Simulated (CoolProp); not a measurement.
The fluid at 298.15 K and 0.207 MPa is compressed adiabatically to 0.915 MPa with isentropic efficiency 0.6. The same conditions are run with several fluids, on thermodynamics alone (safety and materials aside).

The numbers come from the reference Helmholtz-energy equation of state of each fluid (sulfur dioxide: Gao 2016; carbonyl sulfide: Lemmon 2006; hydrogen sulfide: Lemmon 2006; R152A: Outcalt 1996; methane: Setzmann 1991) in CoolProp.

Q: Rank sulfur dioxide, carbonyl sulfide, hydrogen sulfide, R152A, methane by work (kJ/kg), highest first.

A: methane (453), hydrogen sulfide (213), carbonyl sulfide (115), sulfur dioxide (107), R152A (95.2)

```tsv
fluid	final temperature (K)	final density (kg/m³)
sulfur dioxide	461.5	15.8
carbonyl sulfide	455.8	14.9
hydrogen sulfide	503.7	7.54
R152A	389.2	20.2
methane	479.6	3.68
```
